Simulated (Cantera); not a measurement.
Charge: 1 mol SiH2Cl2, 0.061 mol O3, 39 mol H2, equilibrated at 0.000300 bar.

Equilibrium computed with Cantera from the NASA thermochemical tables; the gas is ideal and each condensed phase is pure. Candidate condensed phases: H2O, Si, SiO2; 30 gas species. Mutual solubility and eutectic melting of coexisting phases are not modelled. The tables hold silica as quartz up to 1696 K and as liquid above; real silica turns to tridymite and cristobalite and melts near 1996 K. Gases not in the tables: Si2H6 and higher silanes. Rates play no part.

Which condensed phases are stable at each of these points (T (K)): 1198, 1273, 1348, 1423, 1498, 1573, 1648, 1723, 1798, 1873, 1948, 2023?


```csv
T (K),condensed phases,Si condensed (%)
1198,Si(s) + SiO2(β-quartz),76.1
1273,Si(s),63.8
1348,Si(s),62.8
1423,Si(s),61.8
1498,Si(s),60.9
1573,Si(s),59.4
1648,Si(s),55.6
1723,Si(l),45.0
1798,Si(l),14.8
1873,gas only,0.0
1948,gas only,0.0
2023,gas only,0.0
```

At 1198 K the condensed part is Si(s) + SiO2(β-quartz). From 1273 K to 1648 K the condensed part is Si(s). From 1723 K to 1798 K the condensed part is Si(l). From 1873 K to 2023 K nothing is condensed.
